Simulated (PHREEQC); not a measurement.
Make-up at 15 °C: 0.0014 mol/kgw Cu(NO3)2, 0.071 mol/kgw HNO3 and 4.5e-05 mol/kgw FeCl3. Closed to the air; pH follows from the charge balance.

Equilibrium calculation in PHREEQC: ion-association model, phreeqc.dat.

Problem. The ionic strength comes out as 0.0755 mol/kgw. What activity coefficients do Cl-, H+, NO3-, Fe+3, Cu+2 get?

Solution. Cl- 0.79, H+ 0.84, NO3- 0.78, Fe+3 0.21, Cu+2 0.44.

No solid was allowed to form. The solution is supersaturated, for example in Hematite (slow to form), so a real one may precipitate; this is no full list. Species that the database lacks are ignored.
